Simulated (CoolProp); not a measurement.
R1336mzz(E) along the isobar 3.37 MPa: density (kg/m³) from the reference equation and from simpler models built on Tc = 403.5 K, pc = 2.779 MPa, ω = 0.413; each cubic takes its own stable root.

Model: reference Helmholtz-energy equation of state, Akasaka 2023, in CoolProp.

```tsv
T (K)	phase	reference	Redlich-Kwong	Soave-Redlich-Kwong
219.4	liquid	1538	1298	?
229.1	liquid	1515	1278	1333
238.9	liquid	1492	1257	?
248.6	liquid	1469	1236	1295
258.3	liquid	?	1213	1275
268	liquid	?	1190	1253
277.7	liquid	1395	1165	1230
287.4	liquid	1369	1140	1206
297.1	liquid	1342	1113	1180
306.9	liquid	?	1084	1151
316.6	liquid	1283	1055	1121
326.3	liquid	1252	1024	1089
336	liquid	1218	990.3	1054
345.7	liquid	1182	954.8	?
355.4	liquid	1142	916.4	973.9
365.1	liquid	1098	874.6	?
```

Q: What belongs in the gaps?

A: 
- 219.4, Soave-Redlich-Kwong: 1350
- 238.9, Soave-Redlich-Kwong: 1315
- 258.3, reference: 1445
- 268, reference: 1420
- 306.9, reference: 1313
- 345.7, Soave-Redlich-Kwong: 1016
- 365.1, Soave-Redlich-Kwong: 927.1
